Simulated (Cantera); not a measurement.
Feed: 1 mol SiCl4, 10 mol H2, equilibrated at 1575 K and 0.100 bar.

These are equilibrium values from Cantera (NASA tables, ideal gas, pure condensed phases), not measurements of a reactor. Candidate condensed phases: Si; 19 gas species. The tables' values for SiCl3 are old estimates; treat these amounts as uncertain. Kinetics and transport are ignored.

Base state: H2 0.759, HCl 0.157, SiCl2 0.0745, SiCl3 0.00667, SiCl4 0.00157, SiHCl3 0.00101, H 0.000115, SiH2Cl2 0.000108 (mole fractions); condensed: gas only.

Question: What changes in the equilibrium state with this change: H2 from 10 to 210 mol?

Answer: 
```tsv
species	before	after
H2	0.759	0.982
HCl	0.157	0.0169
SiCl2	0.0745	0.000982
SiCl4	0.00157	1.85e-7
SiCl3	0.00667	8.32e-6
Si(s), mol	0	0.788
```

Question: What changes in the equilibrium state with this change: temperature from 1575 K to 1500 K?

Answer: 
```
species    before    after
-------  --------  -------
H2          0.759    0.766
HCl         0.157    0.149
SiCl2      0.0745   0.0688
SiCl4     0.00157  0.00394
Cl        1.88e-5  7.65e-6
H        0.000115  4.87e-5
SiHCl3    0.00101  0.00209
```
